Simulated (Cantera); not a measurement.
Feed: 1 mol PbO, a varied amount of O₂, 0.12 mol H₂, held at 502 °C and 9.80 mbar.

Equilibrium computed with Cantera from the NASA thermochemical tables; the gas is ideal and each condensed phase is pure. Candidate condensed phases: H₂O, Pb, PbO, PbO₂, Pb₃O₄; 12 gas species. Equilibrium is a limit: real reactors are often held back by kinetics, nucleation or transport.

Question: Which condensed phases are stable at each of these points (n(O₂) (mol)): 0.014, 0.018, 0.022, 0.028, 0.035, 0.044, 0.055, 0.069, 0.086, 0.11?

Answer: 
```
n(O₂) (mol)     condensed phases  Pb condensed (%)
-----------  -------------------  ----------------
0.014        Pb(l) + PbO(yellow)             100.0
0.018        Pb(l) + PbO(yellow)             100.0
0.022        Pb(l) + PbO(yellow)             100.0
0.028        Pb(l) + PbO(yellow)             100.0
0.035        Pb(l) + PbO(yellow)             100.0
0.044        Pb(l) + PbO(yellow)             100.0
0.055        Pb(l) + PbO(yellow)             100.0
0.069                PbO(yellow)             100.0
0.086                PbO(yellow)             100.0
0.11                 PbO(yellow)             100.0
```

From 0.014 mol O₂ to 0.055 mol O₂ the condensed part is Pb(l) + PbO(yellow). From 0.069 mol O₂ to 0.11 mol O₂ the condensed part is PbO(yellow).
